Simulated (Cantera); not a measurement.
Input: 1 mol B2H6, 0.92 mol H2O, a varied amount of H2, at 13300 Pa.

These are equilibrium values from Cantera (NASA tables, ideal gas, pure condensed phases), not measurements of a reactor. Candidate condensed phases: B, B2O3, B3O3H3, H2O; 23 gas species. The feed counts by its element totals alone. Mutual solubility and eutectic melting of coexisting phases are not modelled. Gases not in the tables: H3BO3. Rates play no part.

Stable condensed phases, one row left out:

```
T in K \ n(H2) in mol
         1.3 1.7 2.2 2.8 3.7 4.9 6.4 8.4  11  14  19
   2123    A   A   A   A   A   A   A   A   A   A   A
   2073    A   A   A   A   A   A   A   A   A   A   A
   2023    A   A   A   A   A   A   A   A   A   A   A
   1973    A   A   A   A   A   A   A   A   A   A   A
   1923    A   A   A   A   A   A   A   A   A   A   A
   1873    A   A   A   A   A   A   A   A   A   A   A
   1823    A   A   A   A   A   A   A   A   A   A   A
   1773    A   A   A   A   A   A   A   A   A   A   A
   1723    A   A   A   A   A   A   A   A   A   A   A
   1623    B   B   B   B   B   B   B   B   B   A   A
```

A: B; B: B + B2O3.

Question: Give the row for 1673 K.

Answer: 1.3: B + B2O3; 1.7: B + B2O3; 2.2: B + B2O3; 2.8: B + B2O3; 3.7: B + B2O3; 4.9: B + B2O3; 6.4: B; 8.4: B; 11: B; 14: B; 19: B.
